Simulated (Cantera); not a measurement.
Cantera run, input and output.

```python
import numpy as np
import cantera as ct

gas = ct.Solution("gri30.yaml")
gas.TPX = 2073, 11000, {'CH4': 1, 'H2O': 4.9, 'H2': 0.13}
reactor = ct.IdealGasConstPressureReactor(gas, energy="off", clone=False)
net = ct.ReactorNet([reactor])
net.rtol, net.atol = 1e-08, 1e-18
show = ['CH4', 'H2O', 'H2', 'CH3', 'CH2CO']
times = np.geomspace(0.0002, 90, 10)

steps = ct.SolutionArray(gas, extra=["t"])
rows = []
print(f"{'t/s':>10s}{'T/K':>9s}{'P/Pa':>11s}" + "".join(f"{s:>11s}" for s in show))
for t in times:
    while net.time < t:
        t_next = net.step()
        steps.append(gas.state, t=t_next)
    rows.append([np.interp(t, steps.t, y) for y in (steps.T, steps.P, *steps(*show).X.T)])
    print(f"{t:10.3e}{rows[-1][0]:9.1f}{rows[-1][1]:11.4g}" + "".join(f"{x:11.3e}" for x in rows[-1][2:]))
rate = np.gradient(steps.T, steps.t)
print("integrator steps:", len(steps.t))
if steps.T.max() > steps.T[0] + 200:
    print(f"time of steepest temperature rise: {steps.t[rate.argmax()]:.4e} s")
gas.TPX = 2073, 11000, {'CH4': 1, 'H2O': 4.9, 'H2': 0.13}
gas.equilibrate("TP")
print(f"equilibrium (TP): T = {gas.T:.1f} K  " + "  ".join(f"{s} {gas[s].X[0]:.3e}" for s in show))
```

It prints:

```
       t/s      T/K       P/Pa        CH4        H2O         H2        CH3      CH2CO
 2.000e-04   2073.0    1.1e+04  1.005e-01  7.711e-01  8.954e-02  1.347e-02  4.634e-05
 8.495e-04   2073.0    1.1e+04  2.353e-02  6.776e-01  2.241e-01  4.207e-03  2.623e-04
 3.608e-03   2073.0    1.1e+04  6.770e-03  5.771e-01  3.157e-01  1.359e-03  1.476e-04
 1.533e-02   2073.0    1.1e+04  1.850e-03  4.760e-01  3.977e-01  3.335e-04  1.381e-05
 6.510e-02   2073.0    1.1e+04  2.266e-08  4.604e-01  4.102e-01  4.922e-09  9.866e-11
 2.765e-01   2073.0    1.1e+04  4.774e-12  4.602e-01  4.098e-01  1.160e-12  6.161e-16
 1.174e+00   2073.0    1.1e+04  4.773e-12  4.602e-01  4.098e-01  1.160e-12  6.160e-16
 4.989e+00   2073.0    1.1e+04  4.773e-12  4.602e-01  4.098e-01  1.160e-12  6.160e-16
 2.119e+01   2073.0    1.1e+04  4.773e-12  4.602e-01  4.098e-01  1.160e-12  6.160e-16
 9.000e+01   2073.0    1.1e+04  4.773e-12  4.602e-01  4.098e-01  1.160e-12  6.160e-16
integrator steps: 1444
equilibrium (TP): T = 2073.0 K  CH4 5.597e-12  H2O 4.602e-01  H2 4.098e-01  CH3 1.360e-12  CH2CO 7.156e-16
```

Cantera simulation using GRI-Mech 3.0 (53 species, 325 reactions); the numbers are that mechanism's predictions, not measurements.
